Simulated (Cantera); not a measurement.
Stirred combustor or abatement burner

A perfectly stirred reactor is fed with CH4 : O2 : N2 : H2O = 1 : 1.8 : 8.45 : 3.1 (molar parts), equivalence ratio 1.1, at 3750 Torr; it is adiabatic with a 473 K inlet, and is followed from long to short residence time, starting on the burning branch (τ in s: 0.22, 0.086, 0.034, 0.013, 0.0053, 0.0021, 0.00084, 0.00033, 0.00013, 5.2e-05, 2.1e-05).

Computed with Cantera and GRI-Mech 3.0 (53 species, 325 reactions).

| τ (s) | T (K) | x CH4 | x O2 | x H2O | x OH | x C2H4 |
|---|---|---|---|---|---|---|
| 0.22 | 1754 | 0.000688 | 0.000372 | 0.334 | 3.47e-5 | 3.03e-6 |
| 0.086 | 1750 | 0.000941 | 0.000758 | 0.335 | 4.51e-5 | 7.95e-6 |
| 0.034 | 1743 | 0.00117 | 0.00144 | 0.334 | 6.06e-5 | 1.78e-5 |
| 0.013 | 1727 | 0.00146 | 0.00277 | 0.334 | 8.07e-5 | 3.94e-5 |
| 0.0053 | 1696 | 0.00202 | 0.00544 | 0.332 | 9.35e-5 | 9.11e-5 |
| 0.0021 | 473 | 0.0697 | 0.125 | 0.216 | <1e-12 | <1e-12 |
| 0.00084 | 473 | 0.0697 | 0.125 | 0.216 | <1e-12 | <1e-12 |
| 0.00033 | 473 | 0.0697 | 0.125 | 0.216 | <1e-12 | <1e-12 |
| 0.00013 | 473 | 0.0697 | 0.125 | 0.216 | <1e-12 | <1e-12 |
| 5.2e-5 | 473 | 0.0697 | 0.125 | 0.216 | <1e-12 | <1e-12 |
| 2.1e-5 | 473 | 0.0697 | 0.125 | 0.216 | <1e-12 | <1e-12 |
x: mole fraction; the columns are a selection and need not sum to one.
